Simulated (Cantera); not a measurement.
Cantera run:

```python
import numpy as np
import cantera as ct

gas_names = [...]  # 109 gases of nasa_gas.yaml made of C, Cl, H, Si
cond_names = """
    C(gr) C6H6(L) C7H8(L) C8H18(L),n-octa Si(cr) Si(L) SiC(b)
""".split()


# ... load() reads the species with a 1 bar reference pressure and builds the phases ...
atoms = {
    'SiCl4': {'Si': 1, 'CL': 4},
    'C3H8': {'C': 3, 'H': 8},
    'H2': {'H': 2},
}
top_T = {'C(gr)': 4500, 'SiC(b)': 3050}  # K; cautious upper limits of use, not melting points


# ... equilibrate(T, P, feed) seeds the gas with the atoms and calls Mixture.equilibrate('TP', solver="vcs", rtol=1e-11, max_steps=5000) ...
results = []
feed = {'SiCl4': 1, 'C3H8': 0.023, 'H2': 110}  # mol
P = 340  # Pa
for T in [1050, 1100, 1150, 1200, 1250, 1300, 1350, 1400, 1450, 1500, 1550, 1600, 1650]:
    mix = equilibrate(T, P, feed)
    results.append((T, P, feed, dict(zip(mix.species_names, mix.species_moles))))

top = {s: max(r[3][s] / sum(r[3][g] for g in gas_names) for r in results) for s in gas_names}
cols = sorted((s for s in top if top[s] > 1e-06), key=lambda s: -top[s])[:7]
seen = [c for c in cond_names if any(r[3].get(c, 0) > 1e-12 for r in results)]
print("log10 of partial pressures in bar; condensed amounts in mol")
print(f"{'T/K':>10s}" + "".join(f"{s[:9]:>10s}" for s in cols + seen))
for T, P, feed, n in results:
    ng = sum(n[g] for g in gas_names)
    print(f"{T:10.4g}" + "".join(f"{np.log10(max(n[s] / ng * P / 1e5, 1e-99)):10.3f}" for s in cols)
          + "".join(f"{n.get(c, 0):10.4g}" for c in seen))
```

It prints:

```
log10 of partial pressures in bar; condensed amounts in mol
       T/K        H2       HCL     SiCL2         H     SiCL4    SiHCL3     SiCL3    Si(cr)    SiC(b)
      1050    -2.481    -4.066    -5.380    -9.332    -5.334    -5.733    -5.986    0.5435   0.06899
      1100    -2.482    -4.012    -5.233    -8.829    -5.750    -6.052    -6.063    0.6203   0.06899
      1150    -2.483    -3.991    -5.156    -8.369    -6.243    -6.428    -6.219     0.649   0.06899
      1200    -2.483    -3.985    -5.114    -7.946    -6.749    -6.812    -6.403    0.6526   0.06899
      1250    -2.483    -3.984    -5.085    -7.557    -7.233    -7.181    -6.587    0.6469   0.06899
      1300    -2.483    -3.986    -5.063    -7.198    -7.688    -7.526    -6.762     0.638   0.06899
      1350    -2.483    -3.988    -5.044    -6.864    -8.110    -7.848    -6.926    0.6282   0.06899
      1400    -2.483    -3.990    -5.028    -6.555    -8.504    -8.147    -7.080    0.6183   0.06899
      1450    -2.483    -3.993    -5.013    -6.266    -8.871    -8.425    -7.223    0.6085   0.06899
      1500    -2.483    -3.995    -5.000    -5.996    -9.213    -8.686    -7.357    0.5989   0.06899
      1550    -2.483    -3.997    -4.989    -5.743    -9.533    -8.929    -7.483     0.589   0.06899
      1600    -2.483    -4.000    -4.979    -5.506    -9.833    -9.157    -7.602    0.5777   0.06898
      1650    -2.484    -4.002    -4.970    -5.283   -10.116    -9.372    -7.713    0.5623   0.06895
```

These are equilibrium values from Cantera (NASA tables, ideal gas, pure condensed phases), not measurements of a reactor. Mutual solubility and eutectic melting of coexisting phases are not modelled. The tables' values for SiCl3, SiCl are old estimates; treat these amounts as uncertain.
